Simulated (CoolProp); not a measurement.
Saturated liquid density (kg/m³) of CF4 (R14): the reference equation beside estimates from Tc = 227.4 K, pc = 37.62 bar, ω = 0.178. Rackett uses Z = 0.29056 − 0.08775 ω.

Values from CoolProp's reference Helmholtz-energy equation of state, Platzer 1990. This equation is an older, rougher fit; its heat capacities, sound speeds and derivatives of the liquid may be far off and weren't checked against measurements.

| T (K) | reference | Rackett | van der Waals | Redlich-Kwong | Peng-Robinson |
|---|---|---|---|---|---|
| 125.1 | 1706 | 1781 | 1115 | 1649 | 1886 |
| 133 | 1666 | 1740 | 1091 | 1608 | 1845 |
| 140.9 | 1625 | 1697 | 1065 | 1564 | 1801 |
| 148.8 | 1583 | 1653 | 1038 | 1517 | 1753 |
| 156.7 | 1540 | 1606 | 1009 | 1466 | 1701 |
| 164.6 | 1494 | 1558 | 978.3 | 1411 | 1644 |
| 172.5 | 1446 | 1506 | 945.4 | 1352 | 1580 |
| 180.4 | 1394 | 1451 | 909.8 | 1288 | 1509 |
| 188.3 | 1338 | 1391 | 870.8 | 1218 | 1430 |

Absolute difference from the reference over all 9 rows, mean and median: Rackett 4.3 and 4.3 %, van der Waals 34.6 and 34.5 %, Redlich-Kwong 5.4 and 4.8 %, Peng-Robinson 9.8 and 10.5 %.
